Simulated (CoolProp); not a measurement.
A Linde-Hampson liquefier for oxygen: isothermal reversible compression at 300 K from 1 atm to 30 MPa, throttling to 1 atm, return gas leaving the recuperator 2 K below the feed. Each further row changes one setting.

Computed with CoolProp (reference Helmholtz-energy equation of state, Schmidt 1985).

```tsv
case	liquid yield per pass	compression work (kJ/kg of gas)
as stated	0.133	435
high pressure 60 MPa	[?]	[?]
warm-end temperature 330 K	0.101	[?]
warm-end gap 7 K	0.123	435
```

**Question.** What belongs in the gaps?

**Answer.** 
- high pressure 60 MPa, liquid yield per pass: 0.161
- high pressure 60 MPa, compression work (kJ/kg of gas): 494
- warm-end temperature 330 K, compression work (kJ/kg of gas): 484

Above 300 K oxygen's equation is extrapolated.
